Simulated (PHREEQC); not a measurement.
Solution (25 °C): 5.3 mol NaOH, 0.1 mol Na2B4O7 and 0.069 mol KBr per kg of water. Closed to the air; pH follows from the charge balance.

Model: Pitzer model, pitzer.dat, run in PHREEQC.

Problem. The ionic strength comes out as 5.57 mol/kgw. What activity coefficients do B(OH)4-, OH-, Na+, K+, Br- get?

Solution. B(OH)4- 0.39, OH- 1.5, Na+ 0.85, K+ 1.3, Br- 0.50. Single-ion values are on the MacInnes scale.

Precipitation was switched off in this run. Species that the database lacks are ignored. In brines, pH and single-ion activities rest on the MacInnes convention.
